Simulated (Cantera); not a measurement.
## CH₃SiH₃ + C₂H₄ + H₂ (silicon carbide growth)

A closed system holds: 1 mol CH₃SiH₃, 0.36 mol C₂H₄, a varied amount of H₂, equilibrated at 702 °C and 25.5 Torr.

Equilibrium computed with Cantera from the NASA thermochemical tables; the gas is ideal and each condensed phase is pure. Candidate condensed phases: C, C₆H₆, C₇H₈, C₈H₁₈, Si, SiC; 87 gas species. The feed counts by its element totals alone. The numbers say what is thermodynamically allowed, not how fast it happens.

From 1.3 mol H₂ to 100 mol H₂ the condensed part is C(graphite) + SiC(s). From 190 mol H₂ to 360 mol H₂ the condensed part is SiC(s).

```tsv
n(H₂) (mol)	log p H₂	log p CH₄	log p C₂H₄	log p H	log p C₂H₆	n C(graphite)	n SiC(s)
1.3	-1.47	-3.84	-9.22	-9.68	-10.06	0.699	1.00
2.5	-1.47	-3.84	-9.22	-9.68	-10.06	0.694	1.00
4.6	-1.47	-3.84	-9.22	-9.68	-10.06	0.685	1.00
8.6	-1.47	-3.84	-9.22	-9.68	-10.06	0.668	1.00
16	-1.47	-3.84	-9.22	-9.68	-10.06	0.637	1.00
30	-1.47	-3.84	-9.22	-9.68	-10.06	0.578	1.00
56	-1.47	-3.84	-9.22	-9.68	-10.06	0.468	1.00
100	-1.47	-3.84	-9.22	-9.68	-10.06	0.283	1.00
190	-1.47	-3.90	-9.33	-9.68	-10.17	0	1.00
360	-1.47	-4.17	-9.88	-9.68	-10.72	0	1.00
```
log p: log10 of the partial pressure in bar; n: condensed amount in mol.
